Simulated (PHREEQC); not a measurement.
Dissolve 0.32 mmol/kgw KOH at 20 °C. Closed to the air; pH follows from the charge balance.

Equilibrium calculation in PHREEQC: ion-association model, phreeqc.dat.

The pH comes out as 10.66 and the ionic strength comes out as 0.000320 mol/kgw. The total alkalinity is 0.320 meq/kg.

```json
[
 {"species": "OH-", "molality": "0.000320", "activity": "0.000313", "log γ": "-0.009"},
 {"species": "K+", "molality": "0.000320", "activity": "0.000313", "log γ": "-0.009"}
]
```

Precipitation was switched off in this run.
